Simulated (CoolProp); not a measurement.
Saturation properties of hydrogen chloride (Tc = 324.7 K, pc = 8314 kPa, ω = 0.130).

Model: reference Helmholtz-energy equation of state, Thol 2018, in CoolProp.

| T (K) | p (kPa) | vapour density (kg/m³) | enthalpy of vaporisation (kJ/kg) | liquid cp (kJ/(kg K)) |
|---|---|---|---|---|
| 217.7 | 423.0 | 9.230 | 408.8 | 1.699 |
| 222.2 | 507.4 | 10.96 | 402.7 | 1.710 |
| 226.7 | 604.0 | 12.94 | 396.4 | 1.723 |
| 231.3 | 716.4 | 15.24 | 389.6 | 1.737 |
| 235.8 | 841.0 | 17.78 | 382.8 | 1.754 |
| 240.3 | 981.1 | 20.66 | 375.6 | 1.773 |
| 244.9 | 1142 | 23.97 | 368.0 | 1.795 |
| 249.4 | 1317 | 27.61 | 360.2 | 1.820 |
| 253.9 | 1511 | 31.71 | 352.0 | 1.849 |
| 258.4 | 1726 | 36.30 | 343.4 | 1.881 |
| 263 | 1968 | 41.57 | 334.1 | 1.920 |
| 267.5 | 2228 | 47.38 | 324.4 | 1.965 |

It boils at 188.2 K under 1 atm.
